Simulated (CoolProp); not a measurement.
Vapour-liquid equilibrium of benzene (1) + dimethyl carbonate (2) at 0.614 MPa; x and y are mole fractions of (1).

The numbers come from the multi-fluid Helmholtz-energy mixture model, Thol 2012 and Zhou 2011; pair parameters Bell 2016 in CoolProp.

```csv
x,bubble temperature (K),y at the bubble point,dew temperature at overall composition x (K),liquid density (mol/L)
0.05,431.6,0.067,431.8,9.612
0.125,430.3,0.159,430.7,9.586
0.2,…,0.244,429.7,9.559
0.275,428.2,…,428.7,9.532
0.35,427.4,0.395,427.8,9.504
0.425,…,0.465,427.1,…
0.5,426.1,0.533,426.4,9.450
0.575,425.7,0.599,425.9,9.425
0.65,425.4,…,425.5,9.400
0.725,425.2,0.731,425.2,9.375
0.8,425.2,0.799,425.2,…
0.875,425.3,0.871,425.3,9.330
0.95,425.5,0.946,425.5,9.308
```

**Question.** Fill in the missing entries.

**Answer.** 
- 0.2, bubble temperature (K): 429.1
- 0.275, y at the bubble point: 0.322
- 0.425, bubble temperature (K): 426.7
- 0.425, liquid density (mol/L): 9.477
- 0.65, y at the bubble point: 0.665
- 0.8, liquid density (mol/L): 9.352

y crosses x between x = 0.725 and 0.8: the model has an azeotrope there.

The pair parameters rest on a limited set of measurements; away from them the model extrapolates.
